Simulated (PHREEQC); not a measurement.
## Spent oxide etchant

Solution (50 °C): 75 mmol/kgw NH4HF2, 14 mmol/kgw (NH4)2SiF6 and 0.26 mmol/kgw H2SO4. Closed to the air; pH follows from the charge balance.

Model: ion-association model, phreeqc.dat, run in PHREEQC.

pH: 3.24
ionic strength: 0.118 mol/kgw
density: 0.991 g/cm³
total alkalinity: -132 meq/kg

| species | molality | activity | log γ |
|---|---|---|---|
| NH4+ | 0.103 | 0.0741 | -0.143 |
| F- | 0.0598 | 0.0442 | -0.131 |
| HF | 0.0594 | 0.0611 | 0.012 |
| HF2- | 0.0154 | 0.0117 | -0.118 |
| SiF6-2 | 0.0140 | 0.00477 | -0.467 |
| H+ | 0.000708 | 0.000574 | -0.090 |
| SO4-2 | 0.000177 | 5.98e-5 | -0.472 |
| NH4SO4- | 7.48e-5 | 5.71e-5 | -0.118 |
| HSO4- | 7.94e-6 | 6.05e-6 | -0.118 |

This is a speciation only: nothing precipitates in the calculation. Away from 25 °C the constants follow the database's enthalpies or fits; those with neither stay at their 25 °C values. SiF6-2 is the database's only silicon fluoride.
